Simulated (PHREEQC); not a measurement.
PHREEQC input (Pitzer model, pitzer.dat):

```
SOLUTION 1
  temp 60
  units mol/kgw
  pH 7 charge
  S(6) 0.0068
  Na 0.0136
  Cl 0.047
  K 0.047
END
USE solution 1
INCREMENTAL_REACTIONS false
REACTION 1
  H2O -1
  0 9.886 18.011 24.689 30.178 34.689 38.397 41.444
  43.949 46.007 47.699 49.089 50.232 51.172 51.944 52.578
  53.1 53.528 53.88 54.17 54.408 54.603 54.764 54.896
  55.005 55.094 55.168 55.228 moles
EQUILIBRIUM_PHASES 1
  Arcanite 0 0
  Glaserite 0 0
  Halite 0 0
  Mirabilite 0 0
  Misenite 0 0
  Sylvite 0 0
  Thenardite 0 0
SELECTED_OUTPUT 1
  -reset false
  -pH true
  -pe true
  -ionic_strength true
  -water true
  -activities H2O
  -totals Cl K Na S
  -molalities H+ Na+ K+ Cl- SO4-2 OH- HSO4-
  -equilibrium_phases Arcanite Glaserite Halite Mirabilite Misenite Sylvite Thenardite
PRINT
  -reset false
END
```

Selected output (columns that matter, 15 of 28 rows; water left (kg) added in front):

```
water left (kg)	pH	mu	Cl	K	Na	S	m_H+	m_Na+	m_K+	m_Cl-	la_H2O	Arcanite	Glaserite	Sylvite
1	6.6186	0.0674	0.047	0.047	0.0136	0.0068	3.0689e-07	0.0136	0.047	0.047	-0.00082075	0	0	0
0.675514	6.6404	0.099776	0.069577	0.069577	0.020133	0.010066	3.023e-07	0.020133	0.069577	0.069577	-0.001202	0	0	0
0.456313	6.6634	0.14771	0.103	0.103	0.029804	0.014902	2.9731e-07	0.029804	0.103	0.103	-0.0017605	0	0	0
0.30824	6.6872	0.21866	0.15248	0.15248	0.044122	0.022061	2.9173e-07	0.044122	0.15248	0.15248	-0.0025798	0	0	0
0.208215	6.7115	0.3237	0.22573	0.22573	0.065317	0.032659	2.8509e-07	0.065317	0.22573	0.22573	-0.0037844	0	0	0
0.140655	6.736	0.47919	0.33415	0.33415	0.096691	0.048345	2.7651e-07	0.096691	0.33415	0.33415	-0.0055604	0	0	0
0.0950203	6.7606	0.70932	0.49463	0.49463	0.14313	0.071564	2.6448e-07	0.14313	0.49463	0.49463	-0.0081893	0	0	0
0.0641769	6.7856	1.0502	0.73235	0.73235	0.21191	0.10596	2.4661e-07	0.21191	0.73235	0.73235	-0.01211	0	0	0
0.0527548	6.7986	1.2776	0.89091	0.89091	0.2578	0.1289	2.3445e-07	0.2578	0.89091	0.89091	-0.014754	0	0	0
0.0356396	6.8272	1.8912	1.3188	1.3188	0.3816	0.1908	2.012e-07	0.3816	1.3188	1.3188	-0.022044	0	0	0
0.0240733	6.8634	2.7998	1.9524	1.9524	0.56494	0.28247	1.5373e-07	0.56494	1.9524	1.9524	-0.03335	0	0	0
0.0162724	6.9167	4.142	2.8883	2.8883	0.83577	0.41789	9.5091e-08	0.83577	2.8883	2.8883	-0.051294	0	0	0
0.0109937	6.8267	5.2224	4.2752	3.6696	1.2371	0.31572	7.5968e-08	1.2371	3.6696	4.2752	-0.074424	0.003329	0	0
0.00742651	6.7072	6.92	6.3287	4.8916	1.8313	0.1971	5.8111e-08	1.8313	4.8916	6.3287	-0.11236	0.0053363	0	0
0.00501236	6.6908	7.2899	6.7039	4.9619	2.1326	0.19535	5.2902e-08	2.1326	4.9619	6.7039	-0.12057	0	0.0029104	0.013398
```

Species that the database lacks are ignored. Constants without temperature data keep their 25 °C values here.
